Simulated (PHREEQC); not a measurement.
0.26 g of hydrous ferric oxide (600 m²/g; 0.2 weak and 0.005 strong sites per Fe, Dzombak-Morel constants, diffuse double layer) in 1 kg of water with 0.1 mol/kgw of an inert sodium salt and 0.00027 mol/kgw Na2SO4, 1.1e-06 mol/kgw PbCl2 and 4.3e-05 mol/kgw ZnCl2, at 25 °C; the pH is set by adding NaOH or the inert anion's acid. Oxygen is held at 0.21 atm. CO2 from the air is kept out. No solid was allowed to form.

The series has 17 steps of pH, from 3 to 11.

The numbers come from PHREEQC with the ion-association model, wateq4f.dat.

### Question
Near which pH is half of the S sorbed, and on which side is more sorbed?

### Answer
Near pH 5.0, with more sorbed at lower pH.

### Question
Near which pH is half of the Pb sorbed, and on which side is more sorbed?

### Answer
Near pH 4.0, with more sorbed at higher pH.

### Question
Near which pH is half of the Zn sorbed, and on which side is more sorbed?

### Answer
Near pH 6.5, with more sorbed at higher pH.

Species that the database lacks are ignored. The oxide is taken as insoluble; below pH 4 it would dissolve.
